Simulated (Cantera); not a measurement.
Feed: 1 mol HgO, 0.035 mol H₂, 0.6 mol N₂, 0.011 mol O₂, held at 100000 Pa.

These are equilibrium values from Cantera (NASA tables, ideal gas, pure condensed phases), not measurements of a reactor. Candidate condensed phases: H₂O, Hg, HgO; 25 gas species. Equilibrium is a limit: real reactors are often held back by kinetics, nucleation or transport.

**Question.** At 748 K, list the 4 most abundant gas species with their mole fractions, and the condensed phases.

**Answer.** Hg 0.470, N₂ 0.282, O₂ 0.232, H₂O 0.0164. Condensed: gas only.
